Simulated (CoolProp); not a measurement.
Computed with CoolProp (reference Helmholtz-energy equation of state, Thol 2014).

Problem. For chloromethane (R40), give the phase and the cv (kJ/(kg K)), speed of sound (m/s) at 430.5 K and 101 kPa.

Solution. 
- 430.5 K and 101 kPa: gas; cv 0.836, speed of sound 290
